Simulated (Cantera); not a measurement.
Cantera run:

```python
import numpy as np
import cantera as ct

gas_names = """
    H HNO HNO2 HNO3 HO2 H2 H2O H2O2 N NH NH2 NH3 NH2OH NO NO2 NO3 N2 N2H2 N2H4 N2O O OH O2 O3 Pb PbO Pb2
""".split()
cond_names = """
    H2O(s) H2O(L) Pb(cr) Pb(L) PbO(rd) PbO(yw) PbO(L) PbO2(s) Pb3O4(s)
""".split()


# ... load() reads the species with a 1 bar reference pressure and builds the phases ...
atoms = {
    'PbO': {'Pb': 1, 'O': 1},
    'H2O': {'H': 2, 'O': 1},
    'N2': {'N': 2},
}
top_T = {'Pb3O4(s)': 820}  # K; cautious upper limits of use, not melting points


# ... equilibrate(T, P, feed) seeds the gas with the atoms and calls Mixture.equilibrate('TP', solver="vcs", rtol=1e-11, max_steps=5000) ...
results = []
feed = {'PbO': 1, 'H2O': 0.25, 'N2': 0.099}  # mol
P = 3600  # Pa
for T in [1173, 1198, 1223, 1248, 1273, 1298, 1323, 1348, 1373, 1398, 1423]:
    mix = equilibrate(T, P, feed)
    results.append((T, P, feed, dict(zip(mix.species_names, mix.species_moles))))

top = {s: max(r[3][s] / sum(r[3][g] for g in gas_names) for r in results) for s in gas_names}
cols = sorted((s for s in top if top[s] > 0.001), key=lambda s: -top[s])[:5]
seen = [c for c in cond_names if any(r[3].get(c, 0) > 1e-12 for r in results)]
print("log10 of partial pressures in bar; condensed amounts in mol")
print(f"{'T/K':>10s}" + "".join(f"{s[:9]:>10s}" for s in cols + seen))
for T, P, feed, n in results:
    ng = sum(n[g] for g in gas_names)
    print(f"{T:10.4g}" + "".join(f"{np.log10(max(n[s] / ng * P / 1e5, 1e-99)):10.3f}" for s in cols)
          + "".join(f"{n.get(c, 0):10.4g}" for c in seen))
```

Output:

```
log10 of partial pressures in bar; condensed amounts in mol
       T/K       H2O        N2       PbO        Pb        O2    PbO(L)
      1173    -1.589    -1.991    -4.413    -5.196    -5.497    0.9996
      1198    -1.590    -1.992    -4.184    -4.965    -5.267    0.9993
      1223    -1.590    -1.993    -3.965    -4.743    -5.046    0.9988
      1248    -1.591    -1.994    -3.755    -4.531    -4.835     0.998
      1273    -1.593    -1.995    -3.553    -4.328    -4.632    0.9968
      1298    -1.595    -1.998    -3.361    -4.133    -4.437     0.995
      1323    -1.599    -2.001    -3.176    -3.945    -4.249    0.9922
      1348    -1.604    -2.006    -2.998    -3.765    -4.069    0.9882
      1373    -1.612    -2.014    -2.827    -3.592    -3.896    0.9822
      1398    -1.623    -2.025    -2.663    -3.425    -3.729    0.9733
      1423    -1.639    -2.041    -2.505    -3.265    -3.569    0.9601
```

Equilibrium computed with Cantera from the NASA thermochemical tables; the gas is ideal and each condensed phase is pure. Gases not in the tables: (PbO)n polymers.
